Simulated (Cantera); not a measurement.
Feed: 1 mol Fe₂O₃, 150 mol H₂.

These are equilibrium values from Cantera (NASA tables, ideal gas, pure condensed phases), not measurements of a reactor. Candidate condensed phases: Fe, FeO, Fe(OH)₂, Fe(OH)₃, Fe₂O₃, Fe₃O₄, H₂O; 12 gas species. Rates play no part.

Stable condensed phases, one row left out:

```
T in °C \ P in Pa
              10      42     180     750    3200   13000   56000  240000 1000000
   1675        A       A       A       A       B       B       B       B       B
   1600        A       A       A       B       B       B       B       B       B
   1525        A       A       A       B       B       B       B       B       B
   1450        A       A       B       B       B       B       B       B       B
   1375        A       B       B       B       B       B       B       B       B
   1225        B       B       B       B       B       B       B       B       B
   1150        B       B       B       B       B       B       B       B       B
   1075        B       B       B       B       B       B       B       B       B
   1000        B       B       B       B       B       B       B       B       B
    925        B       B       B       B       B       B       B       B       B
    850        B       B       B       B       B       B       B       B       B
    775        B       B       B       B       B       B       B       B       B
```

A: gas only; B: Fe.

### Question
Give the row for 1300 °C.

### Answer
10: Fe; 42: Fe; 180: Fe; 750: Fe; 3200: Fe; 13000: Fe; 56000: Fe; 240000: Fe; 1000000: Fe.
